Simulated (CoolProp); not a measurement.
Values from CoolProp's reference Helmholtz-energy equation of state, Marx 1992.

**Question.** For R113, give the phase and the Z, Joule-Thomson coefficient (K/MPa), isothermal compressibility (1/MPa), expansivity (1/kK) at 226.85 °C and 15.7 bar; 226.85 °C and 27.4 bar; 226.85 °C and 47 bar.

**Answer.** 
- 226.85 °C and 15.7 bar: gas; Z 0.840, Joule-Thomson coefficient 10.5, isothermal compressibility 0.775, expansivity 3.55
- 226.85 °C and 27.4 bar: gas; Z 0.682, Joule-Thomson coefficient 13.7, isothermal compressibility 0.604, expansivity 7.18
- 226.85 °C and 47 bar: supercritical; Z 0.263, Joule-Thomson coefficient 5.22, isothermal compressibility 0.192, expansivity 17.4
